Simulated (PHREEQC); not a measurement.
Dissolve 0.0054 mol/kgw Cu(BF4)2 and 0.29 mol/kgw Na2SO4 at 20 °C. Closed to the air; pH follows from the charge balance.

Equilibrium calculation in PHREEQC: ion-association model, phreeqc.dat.

Q: The ionic strength comes out as 0.692 mol/kgw. What activity coefficients do Na+, BF3OH-, BF4-, F-, H+ get?

A: Na+ 0.72, BF3OH- 0.75, BF4- 0.75, F- 0.61, H+ 0.76.

This is a speciation only: nothing precipitates in the calculation. Species that the database lacks are ignored. Real BF4- forms and hydrolyses slowly; the run takes it at equilibrium.
